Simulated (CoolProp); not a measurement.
Vapour pressure (kPa) of CHF3 (R23): the reference equation beside estimates from Tc = 299.3 K, pc = 4832 kPa, ω = 0.263. Clausius-Clapeyron is anchored at 217.5 K with a constant enthalpy of vaporisation of 15.10 kJ/mol.

Computed with CoolProp (reference Helmholtz-energy equation of state, Penoncello 2003).

```csv
T (K),reference,Lee-Kesler,Clausius-Clapeyron,van der Waals,Peng-Robinson
157,8.453,7.829,15.12,184.5,8.503
169.1,23.32,…,34.60,294.0,23.31
181.2,55.01,53.29,70.90,442.0,54.81
193.3,114.7,112.9,132.8,…,114.1
205.4,216.6,215.9,…,874.9,215.7
217.5,377.9,379.6,377.9,1169,376.8
229.6,618.0,623.2,586.8,1521,617.5
241.7,958.7,967.5,872.1,1934,960.3
253.9,1428,1440,1251,2416,1434
266,2046,2058,1733,2962,2059
278.1,2847,2857,2332,3578,2869
```

Task: What belongs in the gaps?

Result: 
- 169.1, Lee-Kesler: 22.13
- 193.3, van der Waals: 634.0
- 205.4, Clausius-Clapeyron: 231.0

Absolute difference from the reference over all 11 rows, mean and median: Lee-Kesler 2.0 and 0.8 %, Clausius-Clapeyron 21.7 and 15.3 %, van der Waals 481.9 and 209.3 %, Peng-Robinson 0.4 and 0.4 %.
